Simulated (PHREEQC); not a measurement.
Na2CO3 is added in steps, without added water, to 1 kg of water holding 0.012 mol/kgw HNO3, 0.049 mol/kgw NaCl and 0.39 mol/kgw KCl, at 71 °C. O2 is buffered at 0.21 atm. CO2 from the air is kept out. Nothing may precipitate in this run.

Base run: PHREEQC, ion-association model, wateq4f.dat. Each further column changes one thing. The table gives pH.

```csv
Na2CO3 added (mol),base,diluted 2-fold with water,solids may form
0,2.04,[?],2.04
0.001313,2.15,[?],2.15
0.002625,2.29,3.23,2.29
0.004375,2.61,6.37,2.61
0.005687,3.32,[?],3.32
0.007,5.70,8.52,5.70
0.008313,6.19,[?],6.19
0.009625,6.57,9.03,6.57
0.01137,7.23,9.18,7.23
0.01269,7.97,9.26,7.97
0.014,8.34,9.32,8.34
```

**Question.** Fill in the missing entries.

**Answer.** 
- 0, diluted 2-fold with water: 2.33
- 0.001313, diluted 2-fold with water: 2.58
- 0.005687, diluted 2-fold with water: 7.30
- 0.008313, diluted 2-fold with water: 8.85

At this temperature some constants are extrapolated from 25 °C, and those without enthalpy data are left unchanged. Solids allowed in the column 'solids may form': Halite, Nahcolite, Natron.
